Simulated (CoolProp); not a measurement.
A simple Rankine cycle with toluene: condensing at 326.15 K, boiler at 0.69 MPa, turbine inlet 470.5 K, turbine efficiency 0.65, pump efficiency 0.6, no recuperator. Each further row changes one setting.

Values from CoolProp's reference Helmholtz-energy equation of state, Lemmon 2006. It is a short technical equation, of lower accuracy than the large ones.

```tsv
case	thermal efficiency (%)	net work (kJ/kg)	heat in (kJ/kg)	turbine exit temperature (K)	volume ratio over the turbine
as stated	[?]	89.7	591	402.0	49.6
turbine inlet 490.5 K	15.1	95.0	630	423.3	48.8
condensing temperature 318.15 K	16.0	[?]	606	[?]	69.2
boiler pressure 0.483 MPa	14.1	[?]	[?]	410.7	33.5
turbine efficiency 0.55	[?]	75.7	591	411.1	[?]
```

Task: Fill in the missing entries.

Result: 
- as stated, thermal efficiency (%): 15.2
- condensing temperature 318.15 K, net work (kJ/kg): 97.0
- condensing temperature 318.15 K, turbine exit temperature (K): 397.1
- boiler pressure 0.483 MPa, net work (kJ/kg): 84.3
- boiler pressure 0.483 MPa, heat in (kJ/kg): 599
- turbine efficiency 0.55, thermal efficiency (%): 12.8
- turbine efficiency 0.55, volume ratio over the turbine: 50.7
